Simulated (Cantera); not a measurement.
A freely propagating, adiabatic, planar premixed flame of H₂ : O₂ : N₂ : H₂O = 1 : 1 : 5 : 0.15 (molar parts), unburnt at 323 K and 13300 Pa; mixture-averaged transport, grid criteria slope 0.08 and curve 0.16, no radiation.

Computed with Cantera and the H2/O2 subset of GRI-Mech 3.0, which has no nitrogen chemistry. Burning velocities carry a grid error of a few per cent, more on coarse grids. Lean hydrogen flames are cellular in practice and burn faster than this planar one.

**Question.** Predict: laminar burning velocity; thermal thickness; peak x(OH); peak x(H₂O₂); peak x(O).

**Answer.** 
```
Property                      Value
------------------------  ---------
laminar burning velocity  34.8 cm/s
thermal thickness           5.52 mm
peak x(OH)                  0.00209
peak x(H₂O₂)                2.99e-5
peak x(O)                   0.00270
```
